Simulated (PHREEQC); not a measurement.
**Metal-bearing waste water: speciation**

A solution holds 0.0062 mol Pb(NO3)2 per kg of water, at 37 °C. Closed to the air; pH follows from the charge balance.

Model: ion-association model, wateq4f.dat, run in PHREEQC.

This is a speciation only: nothing precipitates in the calculation.

### Question
Estimate the pH, ionic strength.

### Answer
pH 5.05; ionic strength 0.0175 mol/kgw.

### Question
In which forms is Pb present?

### Answer
Pb+2 91 %, PbNO3+ 9.2 % of the Pb.

At this temperature some constants are extrapolated from 25 °C, and those without enthalpy data are left unchanged.
